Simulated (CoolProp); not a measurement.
Values from CoolProp's reference Helmholtz-energy equation of state, Lemmon 2000. It is a pseudo-pure fit of the blend.

### Question
For dry air, give the phase and the cv (kJ/(kg K)), viscosity (µPa s) at -126.95 °C and 0.339 MPa.

### Answer
- -126.95 °C and 0.339 MPa: gas; cv 0.724, viscosity 10.2

Viscosity comes from a separate model (Lemmon 2004).
